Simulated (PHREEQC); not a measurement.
Solution (20 °C): 0.0099 mol NaOH per kg of water. Closed to the air; pH follows from the charge balance.

Computed with PHREEQC (ion-association model, phreeqc.dat).

Precipitation was switched off in this run.

Question: What pH, specific conductance does the model give?

Answer: pH 12.12; specific conductance 2030 µS/cm.
